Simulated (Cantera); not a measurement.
Si3N4 + H2O + H2 (nitride etching)

Charge: 1 mol Si3N4, 22 mol H2O, 34 mol H2, equilibrated at 1.00 Torr.

Equilibrium computed with Cantera from the NASA thermochemical tables; the gas is ideal and each condensed phase is pure. Candidate condensed phases: H2O, Si, SiO2, Si2N2O, Si3N4; 35 gas species. The tables hold silica as quartz up to 1696 K and as liquid above; real silica turns to tridymite and cristobalite and melts near 1996 K. The numbers say what is thermodynamically allowed, not how fast it happens.

At 800 K the condensed part is SiO2(α-quartz). From 900 K to 1600 K the condensed part is SiO2(β-quartz). At 1700 K the condensed part is SiO2(condensed).

| T (K) | x H2 | x H2O | x N2 | x H | x SiO | x OH | x NH3 | n SiO2(α-quartz) | n SiO2(β-quartz) | n SiO2(condensed) |
|---|---|---|---|---|---|---|---|---|---|---|
| 800 | 0.690 | 0.276 | 0.0345 | 6.59e-11 | <1e-12 | <1e-12 | 4.24e-7 | 3.00 | 0 | 0 |
| 900 | 0.690 | 0.276 | 0.0345 | 2.66e-9 | <1e-12 | <1e-12 | 1.72e-7 | 0 | 3.00 | 0 |
| 1000 | 0.690 | 0.276 | 0.0345 | 5.16e-8 | <1e-12 | 4.57e-11 | 8.25e-8 | 0 | 3.00 | 0 |
| 1100 | 0.690 | 0.276 | 0.0345 | 5.88e-7 | <1e-12 | 1.05e-9 | 4.51e-8 | 0 | 3.00 | 0 |
| 1200 | 0.690 | 0.276 | 0.0345 | 4.49e-6 | 5.83e-11 | 1.43e-8 | 2.71e-8 | 0 | 3.00 | 0 |
| 1300 | 0.690 | 0.276 | 0.0345 | 2.52e-5 | 3.95e-9 | 1.31e-7 | 1.76e-8 | 0 | 3.00 | 0 |
| 1400 | 0.690 | 0.276 | 0.0345 | 0.000111 | 1.44e-7 | 8.79e-7 | 1.21e-8 | 0 | 3.00 | 0 |
| 1500 | 0.689 | 0.276 | 0.0345 | 0.000400 | 3.21e-6 | 4.57e-6 | 8.77e-9 | 0 | 3.00 | 0 |
| 1600 | 0.689 | 0.276 | 0.0345 | 0.00124 | 4.81e-5 | 1.94e-5 | 6.60e-9 | 0 | 3.00 | 0 |
| 1700 | 0.686 | 0.276 | 0.0344 | 0.00334 | 0.000515 | 6.94e-5 | 5.11e-9 | 0 | 0 | 2.97 |
x: gas mole fraction; n: condensed amount in mol.
